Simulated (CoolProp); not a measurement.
Saturation properties of water (Tc = 373.9 °C, pc = 22.06 MPa, ω = 0.344).

Values from CoolProp's reference Helmholtz-energy equation of state, Wagner 2002.

```
T (°C)  p (MPa)  liquid density (kg/m³)  liquid cp (kJ/(kg K))  vapour viscosity (µPa s)  liquid conductivity (mW/(m K))
------  -------  ----------------------  ---------------------  ------------------------  ------------------------------
238.15    3.239                   816.0                  4.755                      17.0                             629
240.65    3.385                   812.4                  4.778                      17.1                             627
243.05    3.530                   809.0                  4.800                      17.2                             624
245.55    3.686                   805.4                  4.825                      17.3                      (withheld)
247.95    3.840                   801.9                  4.849                      17.4                             619
250.35    4.000                   798.4                  4.874                      17.4                             617
252.85    4.171                   794.6                  4.901                      17.5                      (withheld)
255.25    4.341                   791.0                  4.928                      17.6                             611
257.75    4.523                   787.1                  4.958                      17.7                             608
260.15    4.704                   783.4                  4.988                      17.8                             606
262.65    4.898                   779.4                  5.020                      17.9                             603
265.05    5.089                   775.6                  5.052                      18.0                      (withheld)
267.55    5.295                   771.5                  5.087                      18.1                             597
269.95    5.499                   767.5                  5.122                      18.2                             594
272.35    5.708                   763.5                  5.159                      18.3                             591
```

**Question.** Fill in the missing entries.

**Answer.** 
- 245.55, liquid conductivity (mW/(m K)): 622
- 252.85, liquid conductivity (mW/(m K)): 614
- 265.05, liquid conductivity (mW/(m K)): 600

It boils at 100.0 °C under 1 atm.

Viscosity comes from a separate model (Huber 2009). Thermal conductivity comes from a separate model (Huber 2012).
